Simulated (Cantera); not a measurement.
An isothermal, constant-pressure homogeneous reactor starts with 30.5 % CH4, 67.0 % H2O, 2.50 % H2, at 1600 K and 100.0 Torr.

Detailed kinetics in Cantera: GRI-Mech 3.0 (53 species, 325 reactions).

x: mole fraction; the columns are a selection and need not sum to one.

| t (s) | x CH4 | x H2O | x H2 | x H | x HO2 |
|---|---|---|---|---|---|
| 0.000400 | 0.304 | 0.670 | 0.0251 | ? | <1e-12 |
| 0.00132 | 0.303 | 0.670 | 0.0257 | ? | <1e-12 |
| 0.00435 | 0.298 | 0.668 | 0.0302 | ? | <1e-12 |
| 0.0143 | 0.270 | 0.656 | 0.0583 | ? | <1e-12 |
| 0.0473 | 0.208 | 0.621 | 0.133 | ? | <1e-12 |
| 0.156 | 0.122 | 0.568 | 0.237 | ? | <1e-12 |
| 0.514 | 0.0527 | 0.502 | 0.339 | ? | <1e-12 |
| 1.69 | 0.0282 | 0.411 | 0.429 | 0.000101 | <1e-12 |
| 5.58 | 0.0180 | 0.308 | 0.515 | 0.000108 | <1e-12 |
| 18.4 | 0.00796 | 0.235 | 0.577 | 0.000113 | <1e-12 |
| 60.7 | 0.00147 | 0.210 | 0.600 | 0.000115 | <1e-12 |
| 200 | 3.03e-5 | 0.208 | 0.603 | 0.000116 | <1e-12 |

Some entries are withheld; supply them.


- 0.000400, x H: 1.45e-6
- 0.00132, x H: 3.41e-6
- 0.00435, x H: 7.55e-6
- 0.0143, x H: 1.54e-5
- 0.0473, x H: 2.94e-5
- 0.156, x H: 5.12e-5
- 0.514, x H: 8.05e-5
